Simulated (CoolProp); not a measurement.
Vapour-liquid equilibrium of acetone (1) + dimethyl carbonate (2) at 354.1 K; x and y are mole fractions of (1).

Computed with CoolProp (multi-fluid Helmholtz-energy mixture model, Lemmon 2006 and Zhou 2011; pair parameters Bell 2016).

| x | bubble pressure (MPa) | y at the bubble point | dew pressure at overall composition x (MPa) | liquid density (mol/L) |
|---|---|---|---|---|
| 0.05 | 0.08353 | 0.144 | (withheld) | 11.02 |
| 0.125 | 0.09548 | 0.304 | 0.08232 | 11.12 |
| 0.2 | 0.1067 | 0.425 | (withheld) | 11.21 |
| 0.275 | 0.1175 | 0.521 | 0.09307 | 11.31 |
| 0.35 | 0.1280 | 0.601 | 0.09947 | 11.42 |
| 0.425 | (withheld) | 0.669 | 0.1067 | 11.52 |
| 0.5 | 0.1488 | 0.729 | (withheld) | 11.63 |
| 0.575 | (withheld) | 0.783 | 0.1244 | 11.74 |
| 0.65 | 0.1698 | 0.830 | 0.1353 | 11.85 |
| 0.725 | 0.1806 | 0.874 | 0.1480 | 11.96 |
| 0.8 | 0.1916 | 0.913 | 0.1630 | 12.07 |
| 0.875 | 0.2027 | 0.948 | 0.1809 | 12.18 |
| 0.95 | (withheld) | (withheld) | 0.2032 | 12.30 |

What belongs in the gaps?


- 0.05, dew pressure at overall composition x (MPa): 0.07778
- 0.2, dew pressure at overall composition x (MPa): 0.08739
- 0.425, bubble pressure (MPa): 0.1384
- 0.5, dew pressure at overall composition x (MPa): 0.1150
- 0.575, bubble pressure (MPa): 0.1593
- 0.95, bubble pressure (MPa): 0.2139
- 0.95, y at the bubble point: 0.980

No azeotrope shows between x = 0.05 and 0.95.

Pair parameters are fitted to limited data, so mixtures are less certain than the pure fluids.
